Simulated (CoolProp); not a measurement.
Properties of C3F8 (R218) at several states (Tc = 345.0 K, pc = 26.40 bar, ω = 0.317).

The numbers come from the reference Helmholtz-energy equation of state, Lemmon 2006 in CoolProp. It is a short technical equation, of lower accuracy than the large ones.

```json
[
 {"T (K)": "240", "p (bar)": "155", "phase": "liquid", "density (kg/m³)": "1661", "isothermal compressibility (1/MPa)": "…", "conductivity (mW/(m K))": "68.1", "Prandtl number": "7.63"},
 {"T (K)": "271.9", "p (bar)": "94.5", "phase": "liquid", "density (kg/m³)": "…", "isothermal compressibility (1/MPa)": "0.003812", "conductivity (mW/(m K))": "58.1", "Prandtl number": "5.52"},
 {"T (K)": "337.6", "p (bar)": "1.58", "phase": "gas", "density (kg/m³)": "10.82", "isothermal compressibility (1/MPa)": "6.471", "conductivity (mW/(m K))": "15.6", "Prandtl number": "0.768"},
 {"T (K)": "137.7", "p (bar)": "135", "phase": "liquid", "density (kg/m³)": "1984", "isothermal compressibility (1/MPa)": "…", "conductivity (mW/(m K))": "86.1", "Prandtl number": "…"},
 {"T (K)": "299.1", "p (bar)": "50.8", "phase": "liquid", "density (kg/m³)": "1378", "isothermal compressibility (1/MPa)": "0.008295", "conductivity (mW/(m K))": "48.8", "Prandtl number": "4.44"},
 {"T (K)": "416.5", "p (bar)": "0.375", "phase": "gas", "density (kg/m³)": "2.041", "isothermal compressibility (1/MPa)": "26.73", "conductivity (mW/(m K))": "…", "Prandtl number": "0.722"}
]
```

### Question
Complete the blanks.

### Answer

- 240, isothermal compressibility (1/MPa): 0.002072
- 271.9, density (kg/m³): 1526
- 137.7, isothermal compressibility (1/MPa): 0.0006642
- 137.7, Prandtl number: 72.5
- 416.5, conductivity (mW/(m K)): 22.6

Viscosity comes from a separate model (Huber 2003), an estimate that may be off by 10 % or more. Thermal conductivity comes from a separate model (Huber 2003), an estimate that may be off by 10 % or more.
